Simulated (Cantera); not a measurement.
Input: 1 mol HMDSO, 1.6 mol NO, 0.2 mol H2, equilibrated at 1.00 bar.

Points: T (K) = 800, 850, 900, 950, 1000, 1050, 1100.

Cantera's Mixture.equilibrate('TP', solver="vcs", rtol=1e-11, max_steps=5000) on the NASA tables stopped like this:

```
ERROR: FAILURE its = 5001!

*******************************************************************************
CanteraError thrown by MultiPhase::equilibrate:
VCS solver failed. Return code: -1
*******************************************************************************
```

Q: What got this run through?

A: This is not unique; one that fits is The failure is numerical, not chemical. The same input converged with solver="gibbs", rtol=1e-10, max_steps=50000, and the result passed a check of the equilibrium conditions:
```
log10 of partial pressures in bar; condensed amounts in mol
       T/K        H2       CH4        N2        CO       NH3       H2O      C2H6       HCN     C(gr) SiO2(Lqz) SiO2(hqz) Si2N2O(s)
       800    -0.262    -0.395    -1.310    -6.192    -3.572    -5.084    -5.226    -7.814     3.261     1.067         0    0.4667
       850    -0.172    -0.550    -1.350    -5.515    -3.664    -4.839    -5.351    -7.275     3.904         0     1.067    0.4667
       900    -0.112    -0.730    -1.383    -4.917    -3.777    -4.644    -5.524    -6.806     4.504         0     1.066    0.4668
       950    -0.075    -0.925    -1.409    -4.381    -3.900    -4.485    -5.730    -6.393     4.987         0     1.066    0.4669
      1000    -0.052    -1.124    -1.426    -3.897    -4.026    -4.352    -5.950    -6.024     5.333         0     1.066    0.4672
      1050    -0.039    -1.319    -1.438    -3.459    -4.149    -4.239    -6.171    -5.692     5.561         0     1.064    0.4679
      1100    -0.031    -1.506    -1.447    -3.061    -4.267    -4.140    -6.387    -5.392     5.703         0     1.061    0.4696
```

The gas is ideal and each condensed phase is pure. The feed counts by its element totals alone. Mutual solubility and eutectic melting of coexisting phases are not modelled.
